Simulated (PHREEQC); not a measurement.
Consider water at 60 °C with 0.034 mol/kgw ZnSO4 and 0.012 mol/kgw HCl. Closed to the air; pH follows from the charge balance.

Model: ion-association model, phreeqc.dat, run in PHREEQC.

Each row changes one thing in this solution. Precipitation was switched off in this run.

```
case                                            pH  ionic strength (mol/kgw)
--------------------------------------------  ----  ------------------------
as made                                       2.35                    0.0824
HCl from 0.012 to 0.018 mol/kgw               2.15                    0.0870
diluted 100-fold with water                    [?]                   0.00138
ZnSO4 replaced by MnSO4 at the same molality   [?]                    0.0799
diluted 10-fold with water                    3.09                       [?]
HCl replaced by MgCl2 at the same molality    5.19                    0.0955
HCl left out                                   [?]                    0.0740
ZnSO4 left out                                1.97                    0.0120
ZnSO4 from 0.034 to 0.17 mol/kgw              2.64                     0.329
```

Task: Complete the blanks.

Result: 
- diluted 100-fold with water, pH: 3.96
- ZnSO4 replaced by MnSO4 at the same molality, pH: 2.36
- diluted 10-fold with water, ionic strength (mol/kgw): 0.0111
- HCl left out, pH: 5.23

Away from 25 °C the constants follow the database's enthalpies or fits; those with neither stay at their 25 °C values.
